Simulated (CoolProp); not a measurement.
Properties of R124 at several states.

The numbers come from the reference Helmholtz-energy equation of state, de Vries 1995 in CoolProp.

```csv
T (K),p (MPa),phase,density (kg/m³),speed of sound (m/s),expansivity (1/kK),conductivity (mW/(m K))
288.7,1.32,liquid,[?],[?],2.353,73.5
126.3,0.0297,liquid,1836,1265,1.426,124
240.9,13.6,liquid,[?],830.7,1.621,94.9
382.4,13.3,liquid,[?],379.3,3.130,57.2
398.3,0.308,gas,13.07,157.6,[?],21.7
125.2,0.342,liquid,1839,1271,1.423,[?]
```

Fill in the missing entries.


- 288.7, density (kg/m³): 1392
- 288.7, speed of sound (m/s): 571.3
- 240.9, density (kg/m³): 1564
- 382.4, density (kg/m³): 1148
- 398.3, expansivity (1/kK): 2.779
- 125.2, conductivity (mW/(m K)): 125

Thermal conductivity comes from a separate model (Huber 2003), an estimate that may be off by 10 % or more.
